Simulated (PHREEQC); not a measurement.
Solution (60 °C): 0.034 mol/kgw FeCl2 and 0.02 mol/kgw HI. Closed to the air; pH follows from the charge balance.

Model: ion-association model, wateq4f.dat, run in PHREEQC.

| Property | Value |
|---|---|
| pH | 1.79 |
| ionic strength | 0.120 mol/kgw |
| total alkalinity | -20.0 meq/kg |

```csv
species,molality,activity,log γ
Cl-,0.0669,0.0493,-0.133
Fe+2,0.0329,0.0118,-0.446
H+,0.0200,0.0162,-0.093
I-,0.0200,0.0151,-0.121
FeCl+,0.00106,0.000803,-0.120
FeOH+,3.15e-9,2.39e-9,-0.120
```

No solid was allowed to form. At this temperature some constants are extrapolated from 25 °C, and those without enthalpy data are left unchanged.
